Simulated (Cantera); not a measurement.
A perfectly stirred reactor is fed with 25.6 % NO, 74.4 % N2, at 608 Torr; it is held at 2098 K, and followed from long to short residence time.

Model: GRI-Mech 3.0 (53 species, 325 reactions), integrated in Cantera.

x: mole fraction; the columns are a selection and need not sum to one.

```json
[
 {"τ (s)": "3.2", "x NO": "0.0441", "x N2O": "1.24e-6", "x O2": "0.106", "x N2": "0.850", "x NO2": "4.16e-5", "x O": "0.000501"},
 {"τ (s)": "0.82", "x NO": "0.102", "x N2O": "5.11e-6", "x O2": "0.0767", "x N2": "0.820", "x NO2": "8.27e-5", "x O": "0.000431"},
 {"τ (s)": "0.21", "x NO": "0.186", "x N2O": "1.66e-5", "x O2": "0.0349", "x N2": "0.779", "x NO2": "0.000105", "x O": "0.000304"},
 {"τ (s)": "0.055", "x NO": "0.236", "x N2O": "?", "x O2": "?", "x N2": "0.754", "x NO2": "?", "x O": "?"},
 {"τ (s)": "0.014", "x NO": "0.251", "x N2O": "3.08e-5", "x O2": "?", "x N2": "0.746", "x NO2": "?", "x O": "?"},
 {"τ (s)": "0.0036", "x NO": "0.255", "x N2O": "3.03e-5", "x O2": "0.000528", "x N2": "0.744", "x NO2": "4.87e-5", "x O": "0.000110"},
 {"τ (s)": "0.00094", "x NO": "0.256", "x N2O": "2.57e-5", "x O2": "8.09e-5", "x N2": "0.744", "x NO2": "3.36e-5", "x O": "7.64e-5"}
]
```

Problem. What belongs in the gaps?

Solution. 
- 0.055, x N2O: 2.71e-5
- 0.055, x O2: 0.0101
- 0.055, x NO2: 8.12e-5
- 0.055, x O: 0.000191
- 0.014, x O2: 0.00241
- 0.014, x NO2: 6.00e-5
- 0.014, x O: 0.000136
